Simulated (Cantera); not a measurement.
Cantera run, input and output.

```python
import numpy as np
import cantera as ct

gas = ct.Solution("h2o2.yaml")
gas.TPX = 375, 55000, {'H2': 1, 'O2': 0.602, 'N2': 2.27, 'H2O': 0.14}
flame = ct.FreeFlame(gas, width=0.061)
flame.set_refine_criteria(ratio=3, slope=0.08, curve=0.16)
flame.transport_model = "mixture-averaged"
flame.solve(loglevel=0, auto=True)
z, T = flame.grid, flame.T
thick = (T[-1] - T[0]) / np.gradient(T, z).max()
show = ['H2', 'O2', 'H2O', 'H', 'OH', 'H2O2']
print(f"laminar burning velocity  {flame.velocity[0] * 100:.3f} cm/s")
print(f"burnt temperature         {T[-1]:.1f} K")
print(f"thermal thickness         {thick * 1e3:.4f} mm")
print(f"grid points               {len(z)}")
z0 = z[flame.heat_release_rate.argmax()]
print(f"{'z/mm':>9s}{'T/K':>9s}{'u/(m/s)':>9s}" + "".join(f"{s:>11s}" for s in show))
rows = []
for k in (-3, -2, -1.5, -1, -0.5, -0.25, 0, 0.25, 0.5, 1, 2, 4, 8):
    zz = z0 + k * thick
    rows.append([k * thick, np.interp(zz, z, T), np.interp(zz, z, flame.velocity),
                 *(np.interp(zz, z, flame.X[gas.species_index(s)]) for s in show)])
    print(f"{rows[-1][0] * 1e3:9.3f}{rows[-1][1]:9.1f}{rows[-1][2]:9.3f}" + "".join(f"{x:11.3e}" for x in rows[-1][3:]))
```

It prints:

```
laminar burning velocity  240.811 cm/s
burnt temperature         2172.4 K
thermal thickness         0.7687 mm
grid points               112
     z/mm      T/K  u/(m/s)         H2         O2        H2O          H         OH       H2O2
   -2.306    375.0    2.408  2.493e-01  1.500e-01  3.490e-02  1.475e-16  9.312e-16  6.674e-14
   -1.537    375.0    2.408  2.492e-01  1.501e-01  3.490e-02  1.459e-14  9.220e-14  1.323e-11
   -1.153    375.0    2.408  2.492e-01  1.501e-01  3.490e-02  1.393e-13  8.997e-13  1.600e-10
   -0.769    375.1    2.407  2.488e-01  1.502e-01  3.492e-02  1.296e-11  1.002e-10  7.436e-09
   -0.384    387.8    2.464  2.403e-01  1.517e-01  3.572e-02  1.467e-06  4.133e-06  5.868e-06
   -0.192    605.0    3.726  2.041e-01  1.491e-01  5.412e-02  1.511e-03  7.451e-04  6.267e-05
    0.000   1038.4    6.198  1.294e-01  1.217e-01  1.227e-01  1.570e-02  1.710e-03  9.957e-06
    0.192   1352.1    7.980  5.838e-02  7.381e-02  2.090e-01  3.123e-02  5.826e-03  3.838e-06
    0.384   1517.9    8.915  3.283e-02  5.127e-02  2.465e-01  3.189e-02  9.361e-03  2.431e-06
    0.769   1680.4    9.792  2.573e-02  4.275e-02  2.634e-01  2.355e-02  1.203e-02  1.185e-06
    1.537   1830.4   10.568  2.169e-02  3.865e-02  2.759e-01  1.451e-02  1.312e-02  5.873e-07
    3.075   1959.3   11.212  1.623e-02  3.519e-02  2.887e-01  7.713e-03  1.271e-02  3.340e-07
    6.150   2059.2   11.698  1.050e-02  3.256e-02  3.003e-01  3.455e-03  1.098e-02  2.155e-07
```

Model: the H2/O2 subset of GRI-Mech 3.0, which has no nitrogen chemistry, integrated in Cantera. Burning velocities carry a grid error of a few per cent, more on coarse grids.
